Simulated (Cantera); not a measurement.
A perfectly stirred reactor is fed with 21.6 % CO, 0.885 % H2, 16.3 % O2, 61.3 % N2, at 1.00 bar; it is adiabatic with a 775 K inlet, and is followed from long to short residence time, starting on the burning branch (τ in s: 0.19, 0.073, 0.028, 0.011, 0.004, 0.0015, 0.00059, 0.00022, 8.6e-05, 3.3e-05, 1.2e-05, 4.8e-06).

Model: GRI-Mech 3.0 (53 species, 325 reactions), integrated in Cantera.

Q: Predict: blow-out, bracketed by the residence times tried; x(CO) at τ = 0.190 s; x(H2) at τ = 0.190 s; x(O2) at τ = 0.190 s; x(CO2) at τ = 0.190 s; x(NO2) at τ = 0.190 s; x(CO) at τ = 0.590 ms; x(H2) at τ = 0.590 ms; x(O2) at τ = 0.590 ms; x(CO2) at τ = 0.590 ms; x(NO2) at τ = 0.590 ms.

A: 
* **blow-out, bracketed by the residence times tried**: burning at 0.220 ms, out at 86.0 µs
* **x(CO) at τ = 0.190 s**: 0.0190
* **x(H2) at τ = 0.190 s**: 0.000126
* **x(O2) at τ = 0.190 s**: 0.0604
* **x(CO2) at τ = 0.190 s**: 0.221
* **x(NO2) at τ = 0.190 s**: 4.24e-6
* **x(CO) at τ = 0.590 ms**: 0.0836
* **x(H2) at τ = 0.590 ms**: 0.000565
* **x(O2) at τ = 0.590 ms**: 0.0860
* **x(CO2) at τ = 0.590 ms**: 0.146
* **x(NO2) at τ = 0.590 ms**: 6.01e-8
